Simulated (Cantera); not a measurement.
Input: 1 mol SiC, a varied amount of N2O, 41 mol N2, at 775 °C and 25.0 mbar.

These are equilibrium values from Cantera (NASA tables, ideal gas, pure condensed phases), not measurements of a reactor. Candidate condensed phases: C, Si, SiC, SiO2, Si2N2O, Si3N4; 34 gas species. Mutual solubility and eutectic melting of coexisting phases are not modelled. The numbers say what is thermodynamically allowed, not how fast it happens.

Task: Which condensed phases are stable at each of these points (n(N2O) (mol)): 0.12, 0.18, 0.23, 0.28, 0.33, 0.38, 0.44, 0.49, 0.54, 0.59, 0.64?

Result: 
| n(N2O) (mol) | condensed phases | Si condensed (%) |
|---|---|---|
| 0.12 | C(graphite) + Si2N2O(s) + Si3N4(s) | 100.0 |
| 0.18 | C(graphite) + Si2N2O(s) + Si3N4(s) | 100.0 |
| 0.23 | C(graphite) + Si2N2O(s) + Si3N4(s) | 100.0 |
| 0.28 | C(graphite) + Si2N2O(s) + Si3N4(s) | 100.0 |
| 0.33 | C(graphite) + Si2N2O(s) + Si3N4(s) | 100.0 |
| 0.38 | C(graphite) + Si2N2O(s) + Si3N4(s) | 100.0 |
| 0.44 | C(graphite) + Si2N2O(s) + Si3N4(s) | 100.0 |
| 0.49 | C(graphite) + Si2N2O(s) + Si3N4(s) | 100.0 |
| 0.54 | C(graphite) + Si2N2O(s) | 100.0 |
| 0.59 | C(graphite) + Si2N2O(s) | 100.0 |
| 0.64 | C(graphite) + Si2N2O(s) | 100.0 |

From 0.12 mol N2O to 0.49 mol N2O the condensed part is C(graphite) + Si2N2O(s) + Si3N4(s). From 0.54 mol N2O to 0.64 mol N2O the condensed part is C(graphite) + Si2N2O(s).
